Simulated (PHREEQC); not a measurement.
# Metal-bearing waste water

Make-up at 25 °C: 2.3 mmol/kgw CuSO4, 0.58 mmol/kgw ZnCl2, 2.5 mmol/kgw H2SO4 and 0.3 mmol/kgw Na2SO4. Closed to the air; pH follows from the charge balance.

Model: ion-association model, phreeqc.dat, run in PHREEQC.

Each row changes one thing in this solution. Precipitation was switched off in this run.

```csv
case,pH,ionic strength (mol/kgw),SO4-2 (mol/kgw),Cu+2 (mol/kgw),HSO4- (mol/kgw),CuSO4 (mol/kgw),SI of Halite (NaCl),SI of Zn(OH)2(e) (Zn(OH)2)
as made,2.43,0.0149,0.00355,0.00179,0.000893,0.000504,-7.84,-10.20
0.00012 mol/kgw NaCl added,2.43,0.0151,0.00355,0.00179,0.000892,0.000503,-7.72,-10.20
Na2SO4 from 0.0003 to 0.0006 mol/kgw,2.44,0.0157,0.00378,0.00177,___,0.000522,-7.54,-10.20
Na2SO4 from 0.0003 to 3e-05 mol/kgw,2.43,0.0143,0.00334,0.00181,0.000856,0.000488,-8.84,-10.20
diluted 10-fold with water,3.34,0.00182,0.000473,0.000216,1.84e-5,1.43e-5,-9.77,-9.18
0.00018 mol/kgw TMAH added,2.45,0.0150,___,0.00179,0.000865,0.000507,-7.84,-10.17
Na2SO4 from 0.0003 to 0.003 mol/kgw,2.48,0.0215,0.00566,0.00166,0.00122,0.000639,-6.86,-10.19
ZnCl2 from 0.00058 to 5.8e-05 mol/kgw,2.43,0.0138,0.00363,0.00177,0.000921,___,-8.84,-11.20
ZnCl2 from 0.00058 to 0.000522 mol/kgw,2.43,0.0148,0.00356,0.00179,0.000896,0.000507,___,-10.25
```

Question: Complete the blanks.

Answer: 
- Na2SO4 from 0.0003 to 0.0006 mol/kgw, HSO4- (mol/kgw): 0.000933
- 0.00018 mol/kgw TMAH added, SO4-2 (mol/kgw): 0.00357
- ZnCl2 from 0.00058 to 5.8e-05 mol/kgw, CuSO4 (mol/kgw): 0.000527
- ZnCl2 from 0.00058 to 0.000522 mol/kgw, SI of Halite (NaCl): -7.89

(CH3)4N+ isn't in the database: it is added as a free cation with an ion size of 4 Å.
